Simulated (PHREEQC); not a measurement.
Dissolve 0.009 mol HCl, 0.0018 mol Na2SO4 and 0.23 mol MgCl2 per kg of water at 25 °C. Closed to the air; pH follows from the charge balance.

Model: Pitzer model, pitzer.dat, run in PHREEQC.

```csv
quantity,before,after
pH,2.13,6.49
ionic strength (mol/kgw),0.704,0.695
```

Q: Name the change that produced these shifts.
A) Na2SO4 from 0.0018 to 0.00036 mol/kgw
B) MgCl2 left out
C) Na2SO4 left out
D) HCl left out
E) HCl from 0.009 to 0.0135 mol/kgw

A: D, HCl left out

No solid was allowed to form.
